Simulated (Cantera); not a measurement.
Input: 1 mol SiC, 0.29 mol Si, 0.047 mol H2, held at 2550 °C and 9.60 mbar.

Method: chemical equilibrium by Gibbs-energy minimisation in Cantera with the NASA 1993 tables (ideal gas, pure condensed phases). Candidate condensed phases: C, C6H6, C7H8, C8H18, Si, SiC; 87 gas species. Kinetics and transport are ignored.

Task: What is the equilibrium state?

Result: 
```
Property                               Value
--------------------------------  ----------
x(Si)                                  0.553
x(SiC2)                                0.324
x(H)                                  0.0609
x(Si2C)                               0.0462
x(H2)                                0.00453
x(C3)                                0.00435
x(Si2)                               0.00296
x(SiC)                               0.00108
x(C)                                0.000881
n(C(graphite))                    0.0614 mol
gas amount                         1.320 mol
log10 activity of Si(l) (absent)       -0.88
```
